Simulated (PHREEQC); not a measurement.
A solution holds 0.0017 mol Cu(BF4)2, 0.011 mol HCl and 0.0013 mol NaCl per kg of water, at 25 °C. Closed to the air; pH follows from the charge balance.

The numbers come from PHREEQC with the ion-association model, phreeqc.dat.

No solid was allowed to form.

Order these F species by the share of F that they hold, largest first: BF3OH-, BF4-, HF, F-, BF2(OH)2-.

BF4- (60 %), HF (32 %), BF3OH- (3.7 %), F- (2.7 %), BF2(OH)2- (0.77 %)

Order these B species by the share of B that they hold, largest first: H3BO3, BF3OH-, BF4-, BF2(OH)2-.

BF4- (60 %), H3BO3 (33 %), BF3OH- (5.0 %), BF2(OH)2- (1.5 %)

The pH is 2.04 and the ionic strength 0.0166 mol/kgw. Real BF4- forms and hydrolyses slowly; the run takes it at equilibrium.
